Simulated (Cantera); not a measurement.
Charge: 1 mol MgO, 0.072 mol HI, 0.064 mol O₂, at 13.3 mbar.

Equilibrium computed with Cantera from the NASA thermochemical tables; the gas is ideal and each condensed phase is pure. Candidate condensed phases: H₂O, I₂, Mg, MgI₂, MgO, Mg(OH)₂; 20 gas species. Rates play no part.

**Question.** At 1573 K, list the 6 most abundant gas species with their mole fractions, and the condensed phases.

**Answer.** I 0.465, O₂ 0.299, H₂O 0.233, I₂ 0.00107, OH 0.000704, HI 0.000547. Condensed: MgO(s).
